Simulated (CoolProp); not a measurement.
Saturated liquid density (kg/m³) of o-xylene: the reference equation beside estimates from Tc = 630.3 K, pc = 3.737 MPa, ω = 0.312. Rackett uses Z = 0.29056 − 0.08775 ω.

Values from CoolProp's reference Helmholtz-energy equation of state, Zhou 2012.

```csv
T (K),reference,Rackett,van der Waals,Redlich-Kwong,Soave-Redlich-Kwong,Peng-Robinson
490.7,691.5,685.2,400.1,569.1,602.7,683.7
494.3,687.2,680.8,397.5,564.5,598.1,678.6
497.9,682.9,676.3,394.9,559.8,593.4,673.3
501.5,678.4,671.8,392.3,555.1,588.6,668.0
505.2,673.8,667.1,389.5,550.1,583.6,662.4
508.8,669.2,662.4,386.8,545.2,578.7,656.8
512.4,664.6,657.7,384.0,540.2,573.6,651.1
516,659.9,652.9,381.2,535.1,568.4,645.3
519.6,655.0,648.1,378.3,530.0,563.2,639.3
523.2,650.1,643.1,375.4,524.7,557.8,633.2
526.8,645.2,638.1,372.5,519.4,552.3,626.9
530.4,640.1,633.0,369.5,514.0,546.7,620.5
534,634.9,627.8,366.4,508.4,540.9,614.0
537.7,629.4,622.4,363.2,502.6,534.8,607.1
541.3,624.0,617.0,360.0,496.9,528.8,600.2
```

Absolute difference from the reference over all 15 rows, mean and median: Rackett 1.0 and 1.1 %, van der Waals 42.2 and 42.2 %, Redlich-Kwong 19.0 and 18.9 %, Soave-Redlich-Kwong 13.9 and 13.9 %, Peng-Robinson 2.3 and 2.2 %.
